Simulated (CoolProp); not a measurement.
Properties of propylene along the isobar 3.93 bar (Tc = 364.2 K, pc = 45.55 bar, ω = 0.146).

Values from CoolProp's reference Helmholtz-energy equation of state, Lemmon 2013.

```
T (K)   phase        Z  cp (kJ/(kg K))  isothermal compressibility (1/MPa)  expansivity (1/kK)
-----  ------  -------  --------------  ----------------------------------  ------------------
154.1  liquid  0.01862           2.063                           0.0008129               1.610
176.8  liquid  0.01685           2.074                            0.001031               1.697
199.5  liquid  0.01554           2.111                            0.001335               1.822
222.2  liquid  0.01457           2.176                            0.001776               2.000
244.9  liquid  0.01387           2.271                            0.002458               2.258
267.6     gas   0.9156           1.567                               2.802               4.965
290.3     gas   0.9364           1.604                               2.728               4.240
313       gas   0.9506           1.659                               2.683               3.742
335.7     gas   0.9607           1.725                               2.652               3.374
358.5     gas   0.9682           1.798                               2.630               3.084
381.2     gas   0.9739           1.874                               2.614               2.850
403.9     gas   0.9784           1.952                               2.601               2.654
```
